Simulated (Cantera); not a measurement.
Charge: 1 mol Si, 0.24 mol N2O, a varied amount of N2, 0.0025 mol H2O, equilibrated at 1702 °C and 0.140 bar.

Method: chemical equilibrium by Gibbs-energy minimisation in Cantera with the NASA 1993 tables (ideal gas, pure condensed phases). Candidate condensed phases: H2O, Si, SiO2, Si2N2O, Si3N4; 35 gas species. Mutual solubility and eutectic melting of coexisting phases are not modelled. The tables' values for SiN are old estimates; treat these amounts as uncertain. The numbers say what is thermodynamically allowed, not how fast it happens.

x: gas mole fraction; n: condensed amount in mol.

| n(N2) (mol) | x N2 | x SiO | x H2 | x Si | x H | n Si2N2O(s) | n Si3N4(s) |
|---|---|---|---|---|---|---|---|
| 1.7 | 0.970 | 0.0274 | 0.00170 | 0.000210 | (withheld) | 0.204 | 0.184 |
| 3.3 | 0.971 | 0.0274 | 0.000763 | 0.000210 | (withheld) | 0.158 | 0.199 |
| 6.3 | 0.972 | 0.0274 | 0.000368 | 0.000210 | (withheld) | 0.0731 | 0.228 |
| 12 | 0.979 | 0.0202 | 0.000183 | 0.000209 | (withheld) | 0 | 0.251 |
| 23 | 0.989 | 0.0105 | 9.10e-5 | 0.000207 | (withheld) | 0 | 0.250 |
| 45 | 0.994 | 0.00539 | 4.33e-5 | 0.000207 | (withheld) | 0 | 0.248 |
| 86 | 0.997 | 0.00282 | 2.06e-5 | 0.000206 | (withheld) | 0 | 0.244 |
| 170 | 0.998 | 0.00143 | 9.10e-6 | 0.000206 | (withheld) | 0 | 0.236 |
| 320 | 0.999 | 0.000758 | 4.07e-6 | 0.000206 | (withheld) | 0 | 0.222 |

Question: Some entries are withheld; supply them.

Answer: 
- 1.7, x H: 0.000151
- 3.3, x H: 0.000101
- 6.3, x H: 7.02e-5
- 12, x H: 4.95e-5
- 23, x H: 3.49e-5
- 45, x H: 2.41e-5
- 86, x H: 1.66e-5
- 170, x H: 1.10e-5
- 320, x H: 7.37e-6
